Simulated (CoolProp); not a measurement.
Ethanol along the isotherm 584.9 K: Z from the reference equation and from simpler models built on Tc = 514.7 K, pc = 6.268 MPa, ω = 0.644; each cubic takes its own stable root.

The numbers come from the reference Helmholtz-energy equation of state, Schroeder 2014 in CoolProp.

```
p (MPa)          phase  reference  van der Waals  Redlich-Kwong  Soave-Redlich-Kwong
-------  -------------  ---------  -------------  -------------  -------------------
6.96     supercritical     0.7866         0.6889         0.6972               0.7704
13.9     supercritical     0.4952         0.5020         0.4825               0.6096
20.9     supercritical     0.4926            ___         0.5599                  ___
27.9     supercritical     0.5719         0.7898         0.6653               0.7333
34.8     supercritical     0.6611         0.9368         0.7719               0.8325
41.8     supercritical        ___            ___         0.8792               0.9353
48.8     supercritical     0.8463            ___         0.9850                1.038
55.7     supercritical     0.9365          1.370          1.088                1.139
62.7     supercritical        ___          1.512          1.191                1.240
```

Question: What belongs in the gaps?

Answer: 
- 20.9, van der Waals: 0.6401
- 20.9, Soave-Redlich-Kwong: 0.6434
- 41.8, reference: 0.7538
- 41.8, van der Waals: 1.084
- 48.8, van der Waals: 1.229
- 62.7, reference: 1.027
